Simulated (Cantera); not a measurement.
Mixture: H2 : O2 : N2 : NO = 1 : 0.909 : 5.27 : 0.009 (molar parts), at 1.20 bar, adiabatic and at constant pressure. Ignition delay is the time to a rise of 400 K.

Computed with Cantera and GRI-Mech 3.0 (53 species, 325 reactions). The mechanism lacks 2 NO + O2 → 2 NO2 and HONO, so NO2 and the effect of NO are under-described below about 1400 K. Where the delays flatten at high temperature, the 400 K rule measures the pace of heat release, not the induction time.

### Question
What does this change do: H2 1 to 1.3 parts?

### Answer
```tsv
quantity	before	after
delay at 1150 K	77.7 µs	73.0 µs
delay at 1300 K	42.2 µs	37.8 µs
delay at 1450 K	32.8 µs	27.5 µs
delay at 1600 K	32.2 µs	25.4 µs
```
